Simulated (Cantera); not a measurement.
A perfectly stirred reactor is fed with 0.272 % CH3OH, 2.72 % O2, 97.0 % N2, equivalence ratio 0.15, at 1.00 bar; it is held at 1575 K, and followed from long to short residence time.

Model: GRI-Mech 3.0 (53 species, 325 reactions), integrated in Cantera. GRI-Mech 3.0 was tuned for natural gas; its chemistry of methanol as a main component is partial and can be far from experiment.

**Question.** Predict: x(CH3OH) at τ = 7.20 s; x(O2) at τ = 7.20 s; x(O) at τ = 7.20 s; x(CH3OH) at τ = 64.0 ms; x(O2) at τ = 64.0 ms; x(O) at τ = 64.0 ms; x(HCO) at τ = 64.0 ms.

**Answer.** 
- x(CH3OH) at τ = 7.20 s = 7.30e-8
- x(O2) at τ = 7.20 s = 0.0230
- x(O) at τ = 7.20 s = 6.44e-6
- x(CH3OH) at τ = 64.0 ms = 1.42e-6
- x(O2) at τ = 64.0 ms = 0.0230
- x(O) at τ = 64.0 ms = 9.54e-5
- x(HCO) at τ = 64.0 ms = 6.68e-9
